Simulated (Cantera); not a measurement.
An adiabatic, constant-volume homogeneous reactor starts with H2 : O2 : N2 = 1 : 0.25 : 0.94 (molar parts), equivalence ratio 2.0, at 1275 K and 750 Torr.

Model: the H2/O2 subset of GRI-Mech 3.0, which has no nitrogen chemistry, integrated in Cantera.

One state of this run: T (K) = 2887; P (bar) = 2.06; x H2 = 0.240; x O2 = 0.000441; x H2O2 = 1.04e-7; x H = 0.0379; x HO2 = 6.20e-7; x OH = 0.0114. x: mole fraction; the columns are a selection and need not sum to one.

Task: Which value of t (s) does it belong to?
(A) 2.30e-5
(B) 6.78e-6
(C) 7.79e-5
(D) 0.0103

Result: D, 0.0103
